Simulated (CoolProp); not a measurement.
A Linde-Hampson liquefier for CF4 (R14): isothermal reversible compression at 290 K from 1 atm to 15 MPa, throttling to 1 atm, return gas leaving the recuperator 10 K below the feed. Each further row changes one setting.

The numbers come from the reference Helmholtz-energy equation of state, Platzer 1990 in CoolProp. This equation is an older, rougher fit; its heat capacities, sound speeds and derivatives of the liquid may be far off and weren't checked against measurements.

```
case                        liquid yield per pass  compression work (kJ/kg of gas)
--------------------------  ---------------------  -------------------------------
as stated                                   0.252                              122
high pressure 30 MPa                   (withheld)                       (withheld)
warm-end temperature 320 K             (withheld)                              141
warm-end gap 15 K                           0.240                              122
```

### Question
Complete the blanks.

### Answer

- high pressure 30 MPa, liquid yield per pass: 0.296
- high pressure 30 MPa, compression work (kJ/kg of gas): 138
- warm-end temperature 320 K, liquid yield per pass: 0.172
